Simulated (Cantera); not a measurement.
Charge: 1 mol Fe₂O₃, 12 mol CO, 0.13 mol N₂, equilibrated at 2100 Pa.

Cantera equilibrium calculation (NASA polynomials, part measured and part estimated; ideal gas, pure solids and liquids). Candidate condensed phases: C, Fe, Fe(CO)₅, FeO, Fe₂O₃, Fe₃O₄; 27 gas species. Each liquid is taken as pure. Mutual solubility and eutectic melting of coexisting phases are not modelled. The tables' stoichiometric FeO is somewhat more stable than real wüstite, so its field is too wide. FeO: taken at fixed stoichiometry. Rates play no part.

x: gas mole fraction; n: condensed amount in mol.

```
T (K)   x CO   x CO₂      x Fe       x O     x FeO      x O₂     x N₂  n Fe(γ)  n FeO(s)  n Fe(δ)  n FeO(l)  n Fe(l)
-----  -----  ------  --------  --------  --------  --------  -------  -------  --------  -------  --------  -------
1623   0.860   0.129   7.96e-5   3.66e-9   2.41e-7  7.77e-10   0.0107    0.568      1.43        0       ___        0
1723   0.873   0.116  0.000435   3.21e-8   1.86e-6   6.70e-9   0.0107        0         0    0.400       ___        0
1823   0.884   0.103   0.00194   2.18e-7   1.10e-5   4.38e-8   0.0107        0         0        0      1.75    0.228
1923   0.887  0.0957   0.00705   1.26e-6   5.38e-5   2.54e-7   0.0106        0         0        0      1.83   0.0832
2023   0.869   0.100    0.0196   7.01e-6  0.000222   1.62e-6   0.0105        0         0        0      1.75        0
2123   0.827   0.120    0.0414   3.93e-5  0.000797   1.22e-5   0.0103        0         0        0       ___        0
2223   0.763   0.150    0.0744  0.000206   0.00253   9.15e-5  0.00987        0         0        0       ___        0
2323   0.676   0.188     0.118   0.00101   0.00721  0.000660  0.00931        0         0        0       ___        0
2423   0.652   0.192     0.130   0.00333    0.0105   0.00242  0.00903        0         0        0         0        0
2523   0.660   0.177     0.128   0.00861    0.0115   0.00592  0.00885        0         0        0         0        0
2623   0.671   0.152     0.126    0.0191    0.0114    0.0114  0.00857        0         0        0         0        0
```

**Question.** Some entries are withheld; supply them.

**Answer.** 
- 1623, n FeO(l): 0
- 1723, n FeO(l): 1.59
- 2123, n FeO(l): 1.47
- 2223, n FeO(l): 0.989
- 2323, n FeO(l): 0.259
